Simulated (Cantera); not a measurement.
## Stirred combustor or abatement burner

A perfectly stirred reactor is fed with 7.75 % CH₃OH, 19.4 % O₂, 72.9 % N₂, at 320000 Pa; it is adiabatic with a 823 K inlet, and is followed from long to short residence time, starting on the burning branch (τ in s: 0.02, 0.0099, 0.0048, 0.0024, 0.0011, 0.00056, 0.00027, 0.00013, 6.5e-05).

Model: GRI-Mech 3.0 (53 species, 325 reactions), integrated in Cantera. GRI-Mech 3.0 was tuned for natural gas; its chemistry of methanol as a main component is partial and can be far from experiment.

| τ (s) | T (K) | x CH₃OH | x O₂ | x NO | x CH₂CO | x CH₃ | x CO | x C₂H₄ |
|---|---|---|---|---|---|---|---|---|
| 0.020 | 2117 | 2.07e-6 | 0.0741 | 0.000327 | 1.87e-11 | 1.27e-7 | 0.000820 | 1.84e-12 |
| 0.0099 | 2113 | 3.78e-6 | 0.0742 | 0.000197 | 4.23e-11 | 2.06e-7 | 0.00108 | 4.59e-12 |
| 0.0048 | 2107 | 6.74e-6 | 0.0743 | 0.000125 | 9.61e-11 | 3.10e-7 | 0.00154 | 9.48e-12 |
| 0.0024 | 2097 | 1.13e-5 | 0.0745 | 8.58e-5 | 2.06e-10 | 4.32e-7 | 0.00225 | 1.63e-11 |
| 0.0011 | 2080 | 1.95e-5 | 0.0749 | 5.72e-5 | 4.86e-10 | 6.37e-7 | 0.00352 | 2.94e-11 |
| 0.00056 | 2058 | 3.12e-5 | 0.0756 | 3.96e-5 | 1.09e-9 | 9.73e-7 | 0.00517 | 5.65e-11 |
| 0.00027 | 2026 | 5.25e-5 | 0.0767 | 2.57e-5 | 2.98e-9 | 1.76e-6 | 0.00779 | 1.49e-10 |
| 0.00013 | 1983 | 9.23e-5 | 0.0785 | 1.59e-5 | 9.48e-9 | 3.55e-6 | 0.0117 | 5.16e-10 |
| 6.5e-5 | 1927 | 0.000173 | 0.0816 | 9.13e-6 | 3.28e-8 | 7.41e-6 | 0.0174 | 2.09e-9 |
x: mole fraction; the columns are a selection and need not sum to one.
